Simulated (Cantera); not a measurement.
Dilute partial oxidation

An isothermal, constant-pressure homogeneous reactor starts with 0.308 % CH2O, 0.407 % O2, 99.3 % N2, at 1525 K and 1.09 atm.

Cantera simulation using GRI-Mech 3.0 (53 species, 325 reactions); the numbers are that mechanism's predictions, not measurements.

| t (s) | x CH2O | x O2 | x C2H | x OH | x CO | x NO |
|---|---|---|---|---|---|---|
| 2.00e-5 | 0.00307 | 0.00407 | <1e-12 | 3.69e-8 | 3.73e-6 | <1e-12 |
| 0.000111 | 0.00292 | 0.00405 | <1e-12 | 7.74e-7 | 0.000161 | <1e-12 |
| 0.000616 | 8.86e-12 | 0.00231 | <1e-12 | 0.000224 | 0.00256 | 2.33e-7 |
| 0.00342 | 1.76e-12 | 0.00150 | <1e-12 | 0.000167 | 0.000900 | 3.04e-6 |
| 0.0190 | <1e-12 | 0.00109 | <1e-12 | 6.82e-5 | 0.000200 | 4.34e-6 |
| 0.105 | <1e-12 | 0.000997 | <1e-12 | 2.16e-5 | 2.05e-5 | 4.60e-6 |
| 0.585 | <1e-12 | 0.000990 | <1e-12 | 7.38e-6 | 2.07e-6 | 4.64e-6 |
| 3.25 | <1e-12 | 0.000990 | <1e-12 | 4.41e-6 | 6.81e-7 | 4.66e-6 |
| 18.0 | <1e-12 | 0.000990 | <1e-12 | 4.36e-6 | 6.64e-7 | 4.74e-6 |
| 100 | <1e-12 | 0.000990 | <1e-12 | 4.36e-6 | 6.64e-7 | 5.15e-6 |
x: mole fraction; the columns are a selection and need not sum to one.

Equilibrium at this temperature and pressure: CH2O <1e-12, O2 0.000940, C2H <1e-12, OH 4.31e-6, CO 6.81e-7, NO 0.000104 (gas phase only).
